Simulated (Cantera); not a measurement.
# Equilibrium for carbon deposition, reforming and gasification: CH4 + NH3 + N2 + H2

Charge: 1 mol CH4, 0.44 mol NH3, 0.24 mol N2, 0.61 mol H2, at 0.340 bar.

Equilibrium computed with Cantera from the NASA thermochemical tables; the gas is ideal and each condensed phase is pure. Candidate condensed phases: C, C6H6, C7H8, C8H18; 110 gas species. Ions and electrons are included (thermal ionisation). Rates play no part.

```
T (K)  log p H  log p H2  log p C  log p N2  log p HCN  log p C2H2 (acetylene)  log p C3  log p CN  log p C2H  log p N  log p C2  log p HNC  n C(graphite)
-----  -------  --------  -------  --------  ---------  ----------------------  --------  --------  ---------  -------  --------  ---------  -------------
3000     -1.14     -0.68    -4.30     -1.55      -1.82                   -1.89     -3.51     -3.26      -3.11    -5.63     -4.50      -2.54          0.402
3250     -0.91     -0.83    -3.37     -1.64      -1.79                   -1.80     -2.53     -2.76      -2.51    -5.03     -3.47      -2.44              0
3500     -0.73     -1.01    -2.76     -1.69      -1.96                   -2.15     -2.24     -2.50      -2.37    -4.50     -2.95      -2.54              0
3750     -0.63     -1.26    -2.30     -1.72      -2.22                   -2.67     -2.18     -2.33      -2.43    -4.03     -2.63      -2.74              0
4000     -0.58     -1.57    -1.94     -1.75      -2.54                   -3.31     -2.29     -2.23      -2.64    -3.63     -2.46      -3.01              0
4250     -0.56     -1.89    -1.69     -1.77      -2.91                   -4.05     -2.57     -2.21      -2.97    -3.26     -2.43      -3.33              0
4500     -0.56     -2.19    -1.54     -1.78      -3.31                   -4.88     -3.04     -2.25      -3.41    -2.93     -2.55      -3.70              0
4750     -0.56     -2.48    -1.47     -1.78      -3.73                   -5.74     -3.63     -2.35      -3.93    -2.64     -2.77      -4.08              0
5000     -0.56     -2.73    -1.43     -1.80      -4.15                   -6.58     -4.26     -2.47      -4.46    -2.38     -3.04      -4.47              0
```
log p: log10 of the partial pressure in bar; n: condensed amount in mol.

At 3000 K the condensed part is C(graphite). From 3250 K to 5000 K nothing is condensed. The main C-bearing gas is C2H2 (acetylene) at 3000 K and C at 5000 K.
